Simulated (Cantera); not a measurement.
## Thermodynamics of chemical vapour transport, feed Si + H₂O

Feed: 1 mol Si, a varied amount of H₂O, equilibrated at 1250 °C and 0.170 bar.

Equilibrium computed with Cantera from the NASA thermochemical tables; the gas is ideal and each condensed phase is pure. Candidate condensed phases: H₂O, Si, SiO₂; 18 gas species. Mutual solubility and eutectic melting of coexisting phases are not modelled. The tables hold silica as quartz up to 1696 K and as liquid above; real silica turns to tridymite and cristobalite and melts near 1996 K. Gases not in the tables: Si(OH)₄. The numbers say what is thermodynamically allowed, not how fast it happens.

From 0.069 mol H₂O to 1.9 mol H₂O the condensed part is Si(s) + SiO₂(β-quartz). At 2.7 mol H₂O the condensed part is SiO₂(β-quartz).

```json
[
 {"n(H₂O) (mol)": "0.069", "x H₂": "0.995", "x H₂O": "4.20e-6", "x SiO": "0.00460", "x H": "5.59e-5", "x SiH₂": "2.00e-6", "x OH": "7.27e-12", "n Si(s)": "0.965", "n SiO₂(β-quartz)": "0.0343"},
 {"n(H₂O) (mol)": "0.096", "x H₂": "0.995", "x H₂O": "4.20e-6", "x SiO": "0.00460", "x H": "5.59e-5", "x SiH₂": "2.00e-6", "x OH": "7.27e-12", "n Si(s)": "0.952", "n SiO₂(β-quartz)": "0.0478"},
 {"n(H₂O) (mol)": "0.13", "x H₂": "0.995", "x H₂O": "4.20e-6", "x SiO": "0.00460", "x H": "5.59e-5", "x SiH₂": "2.00e-6", "x OH": "7.27e-12", "n Si(s)": "0.935", "n SiO₂(β-quartz)": "0.0647"},
 {"n(H₂O) (mol)": "0.19", "x H₂": "0.995", "x H₂O": "4.20e-6", "x SiO": "0.00460", "x H": "5.59e-5", "x SiH₂": "2.00e-6", "x OH": "7.27e-12", "n Si(s)": "0.905", "n SiO₂(β-quartz)": "0.0946"},
 {"n(H₂O) (mol)": "0.26", "x H₂": "0.995", "x H₂O": "4.20e-6", "x SiO": "0.00460", "x H": "5.59e-5", "x SiH₂": "2.00e-6", "x OH": "7.27e-12", "n Si(s)": "0.869", "n SiO₂(β-quartz)": "0.129"},
 {"n(H₂O) (mol)": "0.36", "x H₂": "0.995", "x H₂O": "4.20e-6", "x SiO": "0.00460", "x H": "5.59e-5", "x SiH₂": "2.00e-6", "x OH": "7.27e-12", "n Si(s)": "0.819", "n SiO₂(β-quartz)": "0.179"},
 {"n(H₂O) (mol)": "0.51", "x H₂": "0.995", "x H₂O": "4.20e-6", "x SiO": "0.00460", "x H": "5.59e-5", "x SiH₂": "2.00e-6", "x OH": "7.27e-12", "n Si(s)": "0.744", "n SiO₂(β-quartz)": "0.254"},
 {"n(H₂O) (mol)": "0.71", "x H₂": "0.995", "x H₂O": "4.20e-6", "x SiO": "0.00460", "x H": "5.59e-5", "x SiH₂": "2.00e-6", "x OH": "7.27e-12", "n Si(s)": "0.643", "n SiO₂(β-quartz)": "0.353"},
 {"n(H₂O) (mol)": "0.99", "x H₂": "0.995", "x H₂O": "4.20e-6", "x SiO": "0.00460", "x H": "5.59e-5", "x SiH₂": "2.00e-6", "x OH": "7.27e-12", "n Si(s)": "0.503", "n SiO₂(β-quartz)": "0.493"},
 {"n(H₂O) (mol)": "1.4", "x H₂": "0.995", "x H₂O": "4.20e-6", "x SiO": "0.00460", "x H": "5.59e-5", "x SiH₂": "2.00e-6", "x OH": "7.27e-12", "n Si(s)": "0.297", "n SiO₂(β-quartz)": "0.697"},
 {"n(H₂O) (mol)": "1.9", "x H₂": "0.995", "x H₂O": "4.20e-6", "x SiO": "0.00460", "x H": "5.59e-5", "x SiH₂": "2.00e-6", "x OH": "7.27e-12", "n Si(s)": "0.0456", "n SiO₂(β-quartz)": "0.946"},
 {"n(H₂O) (mol)": "2.7", "x H₂": "0.741", "x H₂O": "0.259", "x SiO": "5.55e-8", "x H": "4.82e-5", "x SiH₂": "<1e-12", "x OH": "5.20e-7", "n Si(s)": "0", "n SiO₂(β-quartz)": "1.00"}
]
```
x: gas mole fraction; n: condensed amount in mol.
